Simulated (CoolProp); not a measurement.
Properties of CH2F2 (R32) along the isotherm 161.85 °C.

Model: reference Helmholtz-energy equation of state, Tillner-Roth 1997, in CoolProp.

```csv
p (MPa),phase,density (kg/m³),Joule-Thomson coefficient (K/MPa),conductivity (mW/(m K))
1.2,gas,17.93,7.644,___
2.41,gas,___,7.479,29.8
3.61,gas,58.59,7.298,31.4
4.82,gas,___,7.093,33.1
6.02,supercritical,107.2,6.858,34.9
7.23,supercritical,135.3,6.581,36.9
8.43,supercritical,___,6.256,39.3
9.64,supercritical,___,5.870,42.2
10.8,supercritical,235.3,5.445,45.3
12,supercritical,274.3,4.956,48.8
13.3,supercritical,___,4.393,___
14.5,supercritical,358.4,3.874,___
```

Task: Fill in the missing entries.

Result: 
- 1.2, conductivity (mW/(m K)): 28.2
- 2.41, density (kg/m³): 37.49
- 4.82, density (kg/m³): 81.84
- 8.43, density (kg/m³): 166.0
- 9.64, density (kg/m³): 200.0
- 13.3, density (kg/m³): 318.1
- 13.3, conductivity (mW/(m K)): 52.9
- 14.5, conductivity (mW/(m K)): 56.6

Thermal conductivity comes from a separate model (Huber 2003), an estimate that may be off by 10 % or more.
